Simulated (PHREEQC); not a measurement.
Consider water at 25 °C with 4.4 mmol/kgw Na3PO4 and 2.7 mmol/kgw H2S. Closed to the air; pH follows from the charge balance.

All values are PHREEQC results (ion-association model, wateq4f.dat), not measurements.

Each row changes one thing in this solution. Precipitation was switched off in this run.

```json
[
 {"case": "as made", "pH": "11.04", "ionic strength (mol/kgw)": "0.0183", "H2S (mol/kgw)": "1.82e-7"},
 {"case": "Na3PO4 left out", "pH": "4.76", "ionic strength (mol/kgw)": "1.76e-5", "H2S (mol/kgw)": "0.00268"},
 {"case": "diluted 5-fold with water", "pH": "10.48", "ionic strength (mol/kgw)": "0.00355", "H2S (mol/kgw)": "1.46e-7"},
 {"case": "temperature from 25 to 65 °C", "pH": "10.05", "ionic strength (mol/kgw)": "0.0177", "H2S (mol/kgw)": "7.99e-7"},
 {"case": "H2S from 0.0027 to 0.00297 mol/kgw", "pH": "10.97", "ionic strength (mol/kgw)": "0.0182", "H2S (mol/kgw)": "2.40e-7"},
 {"case": "Na3PO4 replaced by NaHCO3 at the same molality", "pH": "6.78", "ionic strength (mol/kgw)": "0.00439", "H2S (mol/kgw)": "0.00156"},
 {"case": "Na3PO4 replaced by Na2SiO3 at the same molality", "pH": "11.20", "ionic strength (mol/kgw)": "0.00893", "H2S (mol/kgw)": "1.32e-7"},
 {"case": "Na3PO4 replaced by NaCl at the same molality", "pH": "4.75", "ionic strength (mol/kgw)": "0.00442", "H2S (mol/kgw)": "0.00268"},
 {"case": "temperature from 25 to 80 °C", "pH": "9.75", "ionic strength (mol/kgw)": "0.0176", "H2S (mol/kgw)": "1.40e-6"}
]
```

Species that the database lacks are ignored. Some of these states are supersaturated (in Quartz (slow to form), for instance). H3PO4, which wateq4f.dat lacks, is added to it with the constant of phreeqc.dat. At this temperature some constants are extrapolated from 25 °C, and those without enthalpy data are left unchanged. The polysulfide entries of wateq4f.dat were taken out for this run.
